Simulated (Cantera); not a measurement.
An isothermal, constant-pressure homogeneous reactor starts with H₂ : O₂ = 0.14 : 1 (molar parts), equivalence ratio 0.070, at 1473 K and 20.0 Torr. Integrator tolerance rtol = 1e-08.

Detailed kinetics in Cantera: the H2/O2 subset of GRI-Mech 3.0, which has no nitrogen chemistry. Radical loss at walls, strong at low pressure, is not modelled. The temperature is held fixed by assumption; the heat of reaction is taken as removed at once.

Task: What does this change do: pressure from 20.0 Torr to 10.00 Torr?

Result: 
```csv
quantity,before,after
x(H₂) at 2.00 s,1.30e-6 (gas-phase equilibrium 1.13e-6),5.43e-6 (gas-phase equilibrium 1.60e-6)
x(O₂) at 2.00 s,0.869 (gas-phase equilibrium 0.869),0.869 (gas-phase equilibrium 0.869)
x(H₂O) at 2.00 s,0.131 (gas-phase equilibrium 0.131),0.131 (gas-phase equilibrium 0.131)
x(HO₂) at 2.00 s,2.05e-7 (gas-phase equilibrium 2.14e-7),1.36e-7 (gas-phase equilibrium 1.80e-7)
x(H) at 2.00 s,1.02e-7 (gas-phase equilibrium 8.30e-8),8.70e-7 (gas-phase equilibrium 1.40e-7)
x(OH) at 2.00 s,0.000267 (gas-phase equilibrium 0.000249),0.000545 (gas-phase equilibrium 0.000296)
x(O) at 2.00 s,1.83e-5 (gas-phase equilibrium 1.60e-5),7.69e-5 (gas-phase equilibrium 2.27e-5)
```

Task: What does this change do: H2 0.14 to 0.61 parts?

Result: 
```json
[
 {"quantity": "x(H₂) at 2.00 s", "before": "1.30e-6 (gas-phase equilibrium 1.13e-6)", "after": "5.18e-6 (gas-phase equilibrium 5.17e-6)"},
 {"quantity": "x(O₂) at 2.00 s", "before": "0.869 (gas-phase equilibrium 0.869)", "after": "0.532 (gas-phase equilibrium 0.532)"},
 {"quantity": "x(H₂O) at 2.00 s", "before": "0.131 (gas-phase equilibrium 0.131)", "after": "0.467 (gas-phase equilibrium 0.467)"},
 {"quantity": "x(HO₂) at 2.00 s", "before": "2.05e-7 (gas-phase equilibrium 2.14e-7)", "after": "2.80e-7 (gas-phase equilibrium 2.80e-7)"},
 {"quantity": "x(H) at 2.00 s", "before": "1.02e-7 (gas-phase equilibrium 8.30e-8)", "after": "1.78e-7 (gas-phase equilibrium 1.77e-7)"},
 {"quantity": "x(OH) at 2.00 s", "before": "0.000267 (gas-phase equilibrium 0.000249)", "after": "0.000417 (gas-phase equilibrium 0.000417)"},
 {"quantity": "x(O) at 2.00 s", "before": "1.83e-5 (gas-phase equilibrium 1.60e-5)", "after": "1.26e-5 (gas-phase equilibrium 1.26e-5)"}
]
```
